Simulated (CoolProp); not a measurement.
Values from CoolProp's reference Helmholtz-energy equation of state, Pan 2012.

### Question
For R236FA, give the phase and the Z, cv (kJ/(kg K)), speed of sound (m/s), Joule-Thomson coefficient (K/MPa) at 212.3 K and 2.52 MPa; 257.3 K and 2.52 MPa.

### Answer
- 212.3 K and 2.52 MPa: liquid; Z 0.134, cv 0.816, speed of sound 907, Joule-Thomson coefficient -0.341
- 257.3 K and 2.52 MPa: liquid; Z 0.120, cv 0.821, speed of sound 715, Joule-Thomson coefficient -0.284
